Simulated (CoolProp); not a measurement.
Vapour-liquid equilibrium of propylene (1) + R152A (2) at 202 kPa; x and y are mole fractions of (1).

Computed with CoolProp (multi-fluid Helmholtz-energy mixture model, Lemmon 2013 and Outcalt 1996; pair parameters Bell 2016).

```tsv
x	bubble temperature, mixture model (°C)	bubble temperature, Raoult's law (°C)	y, mixture model	y, Raoult's law
0.05	-12.0	-8.9	0.199	0.110
0.125	-17.4	-11.3	0.396	0.254
0.2	-21.3	-13.6	0.519	0.377
0.275	-24.0	-15.7	0.599	0.482
0.35	-26.0	-17.7	0.655	0.573
0.425	-27.4	-19.6	0.697	0.651
0.5	-28.5	-21.4	0.730	0.719
0.575	-29.3	-23.1	0.758	0.778
0.65	-30.0	-24.7	0.786	0.830
0.725	-30.5	-26.2	0.815	0.875
0.8	-31.0	-27.7	0.848	0.915
0.875	-31.3	-29.1	0.891	0.950
0.95	-31.4	-30.4	0.948	0.981
```

The largest gap from Raoult's law is -8.3 K in bubble temperature, at x = 0.35. y crosses x between x = 0.875 and 0.95: the model has an azeotrope there.

The pair parameters rest on a limited set of measurements; away from them the model extrapolates.
